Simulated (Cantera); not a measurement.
A perfectly stirred reactor is fed with CH₄ : C₂H₆ : O₂ : N₂ = 1 : 0.71 : 6.06 : 22.8 (molar parts), equivalence ratio 0.74, at 17.0 bar; it is adiabatic with a 450 K inlet, and is followed from long to short residence time, starting on the burning branch (τ in s: 0.041, 0.018, 0.0078, 0.0034, 0.0015, 0.00065, 0.00029, 0.00013, 5.5e-05, 2.4e-05, 1e-05, 4.6e-06).

Cantera simulation using GRI-Mech 3.0 (53 species, 325 reactions); the numbers are that mechanism's predictions, not measurements. The pressure lies above the range GRI-Mech 3.0 was tuned for (to about 10 atm).

Predict: blow-out, bracketed by the residence times tried; x(CH₄) at τ = 41.0 ms; x(C₂H₆) at τ = 41.0 ms; x(O₂) at τ = 41.0 ms; x(C₂H₄) at τ = 41.0 ms; x(OH) at τ = 41.0 ms; x(CH₄) at τ = 0.290 ms; x(C₂H₆) at τ = 0.290 ms; x(O₂) at τ = 0.290 ms; x(C₂H₄) at τ = 0.290 ms; x(OH) at τ = 0.290 ms.


- blow-out, bracketed by the residence times tried = burning at 55.0 µs, out at 24.0 µs
- x(CH₄) at τ = 41.0 ms = 1.08e-6
- x(C₂H₆) at τ = 41.0 ms = 1.16e-7
- x(O₂) at τ = 41.0 ms = 0.0506
- x(C₂H₄) at τ = 41.0 ms = 3.93e-7
- x(OH) at τ = 41.0 ms = 0.00103
- x(CH₄) at τ = 0.290 ms = 6.04e-5
- x(C₂H₆) at τ = 0.290 ms = 9.41e-6
- x(O₂) at τ = 0.290 ms = 0.0525
- x(C₂H₄) at τ = 0.290 ms = 2.73e-5
- x(OH) at τ = 0.290 ms = 0.00203
